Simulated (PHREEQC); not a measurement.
Consider water at 25 °C with 0.018 mol/kgw KHCO3, 0.55 mol/kgw Na2SO4 and 0.0069 mol/kgw LiCl. Closed to the air; pH follows from the charge balance.

Computed with PHREEQC (ion-association model, phreeqc.dat).

The ionic strength comes out as 1.21 mol/kgw. What activity coefficients do Li+, KSO4-, NaSO4-, SO4-2, Na+ get?

Li+ 0.67, KSO4- 0.65, NaSO4- 0.65, SO4-2 0.14, Na+ 0.74.

Precipitation was switched off in this run. Caution: at this ionic strength the ion-association model is outside its range; a Pitzer model would be the better tool where its parameters exist.
